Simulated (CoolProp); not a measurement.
Properties of fluorine along the isotherm 124.4 K.

Computed with CoolProp (reference Helmholtz-energy equation of state, de Reuck 1990).

```tsv
p (MPa)	phase	density (kg/m³)	expansivity (1/kK)	fugacity coefficient
0.187	gas	7.002	8.533	0.9814
0.374	gas	14.29	9.077	…
0.561	gas	21.89	9.681	0.9444
0.749	gas	29.90	10.37	0.9259
0.936	gas	38.27	11.14	…
1.12	gas	46.97	12.03	0.8894
1.31	gas	56.51	13.11	0.8707
1.5	gas	66.73	14.43	…
1.68	gas	77.18	15.99	0.8340
1.87	gas	89.23	…	0.8151
2.25	liquid	1160	11.34	0.7362
2.43	liquid	…	11.16	0.6856
2.62	liquid	1165	10.98	…
```

### Question
What belongs in the gaps?

### Answer

- 0.374, fugacity coefficient: 0.9629
- 0.936, fugacity coefficient: 0.9075
- 1.5, fugacity coefficient: 0.8519
- 1.87, expansivity (1/kK): 18.13
- 2.43, density (kg/m³): 1162
- 2.62, fugacity coefficient: 0.6397
